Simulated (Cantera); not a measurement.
Charge: 1 mol Si₂Cl₆, 4 mol NH₃, 2.3 mol H₂, at 2048 K and 10000 Pa.

These are equilibrium values from Cantera (NASA tables, ideal gas, pure condensed phases), not measurements of a reactor. Candidate condensed phases: NH₄Cl, Si, Si₃N₄; 28 gas species. The feed counts by its element totals alone. The tables' values for SiCl₃, SiCl, SiN are old estimates; treat these amounts as uncertain. Gases not in the tables: Si₂H₆ and higher silanes. Rates play no part.

Base state: H₂ 0.531, HCl 0.176, N₂ 0.150, SiCl₂ 0.132, H 0.00516, SiCl₃ 0.00197, SiCl 0.00137, Cl 0.00127 (mole fractions); condensed: Si(l).

Task: What changes in the equilibrium state with this change: temperature from 2048 K to 1898 K?

Result: 
```tsv
species	before	after
H₂	0.531	0.541
HCl	0.176	0.165
N₂	0.150	0.150
SiCl₂	0.132	0.137
Si	0.000756	0.000123
SiH	0.000106	2.49e-5
SiN	2.15e-5	5.07e-6
Si₂N	2.71e-5	7.35e-6
Si(l), mol	0.174	0.120
```
The tables' values for SiCl₃, SiCl are old estimates; treat these amounts as uncertain.

Task: What changes in the equilibrium state with this change: Si₂Cl₆ replaced by trisilylamine?

Result: 
```json
[
 {"species": "H₂", "before": "0.531", "after": "0.830"},
 {"species": "N₂", "before": "0.150", "after": "0.163"},
 {"species": "H", "before": "0.00516", "after": "0.00645"},
 {"species": "HCl", "before": "0.176", "after": "0"},
 {"species": "SiCl₂", "before": "0.132", "after": "0"},
 {"species": "Si", "before": "0.000756", "after": "0.000756"},
 {"species": "SiCl₃", "before": "0.00197", "after": "0"},
 {"species": "SiCl", "before": "0.00137", "after": "0"},
 {"species": "Cl", "before": "0.00127", "after": "0"},
 {"species": "SiHCl₃", "before": "4.05e-5", "after": "0"},
 {"species": "SiCl₄", "before": "3.14e-5", "after": "0"},
 {"species": "Si(l), mol", "before": "0.174", "after": "2.98"}
]
```
The tables' values for SiN are old estimates; treat these amounts as uncertain.

Task: What changes in the equilibrium state with this change: temperature from 2048 K to 798 K?

Result: 
```json
[
 {"species": "H₂", "before": "0.531", "after": "0.555"},
 {"species": "HCl", "before": "0.176", "after": "0.301"},
 {"species": "N₂", "before": "0.150", "after": "0.0915"},
 {"species": "SiCl₂", "before": "0.132", "after": "<1e-9"},
 {"species": "SiCl₄", "before": "3.14e-5", "after": "0.0522"},
 {"species": "H", "before": "0.00516", "after": "<1e-9"},
 {"species": "SiCl", "before": "0.00137", "after": "<1e-9"},
 {"species": "Cl", "before": "0.00127", "after": "<1e-9"},
 {"species": "Si", "before": "0.000756", "after": "<1e-9"},
 {"species": "Si(l), mol", "before": "0.174", "after": "0"},
 {"species": "Si₃N₄(s), mol", "before": "0", "after": "0.462"}
]
```
